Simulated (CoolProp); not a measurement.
The fluid at 298.15 K and 0.192 MPa is throttled through a valve to 0.0132 MPa with no heat exchange. The same conditions are run with several fluids, on thermodynamics alone (safety and materials aside).

Model: reference Helmholtz-energy equation of state of each fluid (sulfur dioxide: Gao 2016; CH2F2 (R32): Tillner-Roth 1997; normal hydrogen: Leachman 2009; R134a: Tillner-Roth 1994; nitrogen: Span 2000), in CoolProp.

```json
[
 {"fluid": "sulfur dioxide", "temperature change (K)": "[?]", "final density (kg/m³)": "[?]"},
 {"fluid": "CH2F2 (R32)", "temperature change (K)": "-4.7", "final density (kg/m³)": "[?]"},
 {"fluid": "normal hydrogen", "temperature change (K)": "[?]", "final density (kg/m³)": "[?]"},
 {"fluid": "R134a", "temperature change (K)": "-4.0", "final density (kg/m³)": "[?]"},
 {"fluid": "nitrogen", "temperature change (K)": "-0.4", "final density (kg/m³)": "0.149"}
]
```

Task: What belongs in the gaps?

Result: 
- sulfur dioxide, temperature change (K): -7.1
- sulfur dioxide, final density (kg/m³): 0.350
- CH2F2 (R32), final density (kg/m³): 0.282
- normal hydrogen, temperature change (K): +0.1
- normal hydrogen, final density (kg/m³): 0.0107
- R134a, final density (kg/m³): 0.552
